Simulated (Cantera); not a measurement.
# Premixed flame

A freely propagating, adiabatic, planar premixed flame of CH4 : O2 : N2 = 1 : 2.5 : 9.4 (molar parts), unburnt at 675 K and 82.5 Torr; mixture-averaged transport, grid criteria slope 0.08 and curve 0.16, no radiation.

Computed with Cantera and GRI-Mech 3.0 (53 species, 325 reactions). Burning velocities carry a grid error of a few per cent, more on coarse grids.

| z (mm) | T (K) | u (m/s) | x CH4 | x O2 | x NO | x CH2O | x C2H6 | x CH2 |
|---|---|---|---|---|---|---|---|---|
| -7.22 | 675 | 2.16 | 0.0775 | 0.194 | <1e-8 | 2.28e-7 | 7.77e-8 | <1e-8 |
| -4.82 | 676 | 2.17 | 0.0773 | 0.193 | <1e-8 | 3.87e-6 | 2.03e-6 | <1e-8 |
| -3.61 | 680 | 2.18 | 0.0769 | 0.193 | <1e-8 | 1.63e-5 | 1.29e-5 | <1e-8 |
| -2.41 | 709 | 2.29 | 0.0746 | 0.190 | 1.83e-8 | 6.63e-5 | 0.000102 | 1.95e-8 |
| -1.20 | 941 | 3.07 | 0.0584 | 0.172 | 2.36e-7 | 0.000406 | 0.000685 | 1.00e-6 |
| -0.602 | 1268 | 4.19 | 0.0344 | 0.139 | 7.49e-7 | 0.000933 | 0.000571 | 1.56e-5 |
| 0 | 1611 | 5.37 | 0.00997 | 0.0976 | 1.92e-6 | 0.000802 | 5.47e-5 | 4.41e-5 |
| 0.602 | 1760 | 5.89 | 0.00118 | 0.0704 | 3.43e-6 | 0.000179 | 4.64e-7 | 1.24e-5 |
| 1.20 | 1792 | 5.99 | 7.67e-5 | 0.0593 | 4.46e-6 | 1.39e-5 | <1e-8 | 9.09e-7 |
| 2.41 | 1813 | 6.04 | 3.38e-7 | 0.0530 | 5.53e-6 | 6.37e-8 | <1e-8 | <1e-8 |
| 4.82 | 1838 | 6.10 | <1e-8 | 0.0501 | 7.04e-6 | <1e-8 | <1e-8 | <1e-8 |
| 9.63 | 1872 | 6.19 | <1e-8 | 0.0487 | 1.00e-5 | <1e-8 | <1e-8 | <1e-8 |
| 19.3 | 1922 | 6.34 | <1e-8 | 0.0476 | 1.60e-5 | <1e-8 | <1e-8 | <1e-8 |
x: mole fraction of selected species; z is measured from the peak of heat release.

laminar burning velocity: 216 cm/s
thermal thickness: 2.41 mm
peak x(CH2O): 0.00102
peak x(C2H6): 0.000777
peak x(CH2): 4.43e-5
grid points: 153
